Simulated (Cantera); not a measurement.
Feed: 1 mol Si2Cl6, 0.023 mol HCl, 180 mol H2, equilibrated at 1073.15 K and 1.00 bar.

Equilibrium computed with Cantera from the NASA thermochemical tables; the gas is ideal and each condensed phase is pure. Candidate condensed phases: Si; 19 gas species. The feed counts by its element totals alone. The tables' values for SiCl3 are old estimates; treat these amounts as uncertain. The numbers say what is thermodynamically allowed, not how fast it happens.

Base state: H2 0.984, HCl 0.00870, SiHCl3 0.00381, SiCl4 0.00275, SiH2Cl2 0.000617, SiCl3 0.000160, SiCl2 0.000150, SiH3Cl 2.62e-5 (mole fractions); condensed: Si(s).

Question: What changes in the equilibrium state with this change: H2 from 180 to 900 mol?

Answer: 
| species | before | after |
|---|---|---|
| H2 | 0.984 | 0.995 |
| HCl | 0.00870 | 0.00427 |
| SiHCl3 | 0.00381 | 0.000446 |
| SiCl4 | 0.00275 | 0.000156 |
| SiCl3 | 0.000160 | 1.87e-5 |
| SiCl2 | 0.000150 | 3.57e-5 |
| SiH2Cl2 | 0.000617 | 0.000149 |
| Si(s), mol | 0.636 | 1.26 |

Question: What changes in the equilibrium state with this change: temperature from 1073.15 K to 1625 K?

Answer: 
```
species       before    after
----------  --------  -------
H2             0.984    0.970
HCl          0.00870   0.0271
SiCl2       0.000150  0.00266
SiHCl3       0.00381  3.68e-5
H            1.39e-8  6.95e-5
SiCl4        0.00275  6.61e-6
SiH2Cl2     0.000617  3.47e-5
Si(s), mol     0.636     1.48
```
